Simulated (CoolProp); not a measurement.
Vapour-liquid equilibrium of isobutene (1) + n-butane (2) at 0.132 MPa; x and y are mole fractions of (1).

Values from CoolProp's multi-fluid Helmholtz-energy mixture model, Lemmon 2005 and Bücker 2006; pair parameters Bell 2016.

Question: Give the bubble temperature and the first vapour's composition at x = 0.25, 0.65, 0.75. Is there an azeotrope?

Answer: x = 0.25: 277.6 K, y = 0.301; x = 0.65: 275.0 K, y = 0.697; x = 0.75: 274.4 K, y = 0.786. No azeotrope shows between x = 0.05 and 0.95.

Pair parameters are fitted to limited data, so mixtures are less certain than the pure fluids.
